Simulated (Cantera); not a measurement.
## Carbon deposition, reforming and gasification: acetone + CO₂ + H₂

Charge: 1 mol acetone, 0.05 mol CO₂, 0.95 mol H₂, held at 2275 °C.

These are equilibrium values from Cantera (NASA tables, ideal gas, pure condensed phases), not measurements of a reactor. Candidate condensed phases: C, C₆H₆, C₇H₈, C₈H₁₈, H₂O; 110 gas species. The feed counts by its element totals alone. The ideal-gas law is rough above about 30 bar. Equilibrium is a limit: real reactors are often held back by kinetics, nucleation or transport.

From 10.0 Pa to 100 bar the condensed part is C(graphite). The main C-bearing gas is CO throughout. The share of C in condensed phases is highest at 5.20 mbar (61.0 %) and lowest at 10.0 Pa (52.8 %).

```json
[
 {"P (Pa)": "10", "x H": "0.790", "x H₂": "0.0652", "x CO": "0.129", "x C₃": "0.0103", "x C₂H₂ (acetylene)": "0.000861", "x CH₄": "5.92e-11", "x C": "0.00318", "x C₂": "0.000961", "n C(graphite)": "1.61"},
 {"P (Pa)": "72", "x H": "0.584", "x H₂": "0.256", "x CO": "0.154", "x C₃": "0.00144", "x C₂H₂ (acetylene)": "0.00338", "x CH₄": "6.59e-9", "x C": "0.000442", "x C₂": "0.000134", "n C(graphite)": "1.86"},
 {"P (Pa)": "520", "x H": "0.304", "x H₂": "0.504", "x CO": "0.185", "x C₃": "0.000199", "x C₂H₂ (acetylene)": "0.00664", "x CH₄": "1.83e-7", "x C": "6.11e-5", "x C₂": "1.85e-5", "n C(graphite)": "1.86"},
 {"P (Pa)": "3700", "x H": "0.130", "x H₂": "0.657", "x CO": "0.204", "x C₃": "2.79e-5", "x C₂H₂ (acetylene)": "0.00867", "x CH₄": "2.22e-6", "x C": "8.59e-6", "x C₂": "2.60e-6", "n C(graphite)": "1.85"},
 {"P (Pa)": "27000", "x H": "0.0508", "x H₂": "0.727", "x CO": "0.212", "x C₃": "3.83e-6", "x C₂H₂ (acetylene)": "0.00959", "x CH₄": "1.99e-5", "x C": "1.18e-6", "x C₂": "3.56e-7", "n C(graphite)": "1.85"},
 {"P (Pa)": "190000", "x H": "0.0195", "x H₂": "0.754", "x CO": "0.216", "x C₃": "5.44e-7", "x C₂H₂ (acetylene)": "0.00995", "x CH₄": "0.000150", "x C": "1.67e-7", "x C₂": "5.06e-8", "n C(graphite)": "1.85"},
 {"P (Pa)": "1400000", "x H": "0.00722", "x H₂": "0.764", "x CO": "0.217", "x C₃": "7.38e-8", "x C₂H₂ (acetylene)": "0.0101", "x CH₄": "0.00114", "x C": "2.27e-8", "x C₂": "6.87e-9", "n C(graphite)": "1.84"},
 {"P (Pa)": "10000000", "x H": "0.00269", "x H₂": "0.759", "x CO": "0.219", "x C₃": "1.03e-8", "x C₂H₂ (acetylene)": "0.0100", "x CH₄": "0.00800", "x C": "3.18e-9", "x C₂": "9.61e-10", "n C(graphite)": "1.80"}
]
```
x: gas mole fraction; n: condensed amount in mol.
